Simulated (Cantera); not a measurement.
Feed: 1 mol MgSO4, 0.12 mol H2, 0.098 mol O2, equilibrated at 240 Torr.

Method: chemical equilibrium by Gibbs-energy minimisation in Cantera with the NASA 1993 tables (ideal gas, pure condensed phases). Candidate condensed phases: H2O, H2SO4, Mg, MgO, Mg(OH)2, MgS, MgSO4, S; 26 gas species. Mutual solubility and eutectic melting of coexisting phases are not modelled. Equilibrium is a limit: real reactors are often held back by kinetics, nucleation or transport.

Problem. Which condensed phases are stable at each of these points (T (°C)): 1000, 1050, 1100, 1150, 1200, 1250, 1300, 1350, 1400, 1450, 1500, 1550, 1600?

Solution. 
```tsv
T (°C)	condensed phases	Mg condensed (%)
1000	MgO(s) + MgSO4(s)	100.0
1050	MgO(s)	100.0
1100	MgO(s)	100.0
1150	MgO(s)	100.0
1200	MgO(s)	100.0
1250	MgO(s)	100.0
1300	MgO(s)	100.0
1350	MgO(s)	100.0
1400	MgO(s)	100.0
1450	MgO(s)	100.0
1500	MgO(s)	100.0
1550	MgO(s)	100.0
1600	MgO(s)	100.0
```

At 1000 °C the condensed part is MgO(s) + MgSO4(s). From 1050 °C to 1600 °C the condensed part is MgO(s).
